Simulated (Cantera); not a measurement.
Feed: 1 mol Si, 1.3 mol N2O, 25 mol H2, 0.42 mol O2, equilibrated at 1 atm.

These are equilibrium values from Cantera (NASA tables, ideal gas, pure condensed phases), not measurements of a reactor. Candidate condensed phases: H2O, Si, SiO2, Si2N2O, Si3N4; 35 gas species. The tables hold silica as quartz up to 1696 K and as liquid above; real silica turns to tridymite and cristobalite and melts near 1996 K. Gases not in the tables: Si(OH)4. Equilibrium is a limit: real reactors are often held back by kinetics, nucleation or transport.

Q: Which condensed phases are stable at each of these points (T (K)): 1873, 1923, 1973, 2023, 2073, 2123, 2173, 2223?

A: 
| T (K) | condensed phases | Si condensed (%) |
|---|---|---|
| 1873 | SiO2(condensed) | 96.8 |
| 1923 | SiO2(condensed) | 93.5 |
| 1973 | SiO2(condensed) | 88.2 |
| 2023 | SiO2(l) | 80.3 |
| 2073 | SiO2(l) | 69.0 |
| 2123 | SiO2(l) | 53.5 |
| 2173 | SiO2(l) | 32.5 |
| 2223 | SiO2(l) | 4.7 |

From 1873 K to 1973 K the condensed part is SiO2(condensed). From 2023 K to 2223 K the condensed part is SiO2(l). The share of Si in condensed phases is highest at 1873 K (96.8 %) and lowest at 2223 K (4.7 %).
